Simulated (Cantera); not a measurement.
**Low-pressure radical oxidation in H2/O2**

A perfectly stirred reactor is fed with H2 : O2 : N2 = 0.011 : 1 : 0.0084 (molar parts), equivalence ratio 0.0055, at 20.0 Torr; it is held at 1025 K, and followed from long to short residence time.

Detailed kinetics in Cantera: GRI-Mech 3.0 (53 species, 325 reactions). Radical loss at walls, strong at low pressure, is not modelled.

| τ (s) | x H2 | x O2 | x HO2 | x H2O | x H |
|---|---|---|---|---|---|
| 23 | 2.15e-5 | 0.981 | 3.54e-7 | 0.0108 | 5.45e-7 |
| 9.3 | 3.63e-5 | 0.981 | 5.27e-7 | 0.0108 | 1.34e-6 |
| 3.7 | 6.11e-5 | 0.981 | 7.77e-7 | 0.0107 | 3.33e-6 |
| 1.5 | 0.000100 | 0.980 | 1.12e-6 | 0.0107 | 8.07e-6 |
| 0.59 | 0.000167 | 0.980 | 1.61e-6 | 0.0106 | 1.98e-5 |
| 0.24 | 0.000272 | 0.980 | 2.25e-6 | 0.0104 | 4.61e-5 |
| 0.095 | 0.000453 | 0.979 | 3.10e-6 | 0.0102 | 0.000106 |
| 0.038 | 0.000761 | 0.978 | 4.10e-6 | 0.00972 | 0.000226 |
| 0.015 | 0.00132 | 0.977 | 5.15e-6 | 0.00895 | 0.000437 |
| 0.0060 | 0.00232 | 0.977 | 6.04e-6 | 0.00770 | 0.000698 |
| 0.0024 | 0.00416 | 0.977 | 6.46e-6 | 0.00573 | 0.000813 |
x: mole fraction; the columns are a selection and need not sum to one.
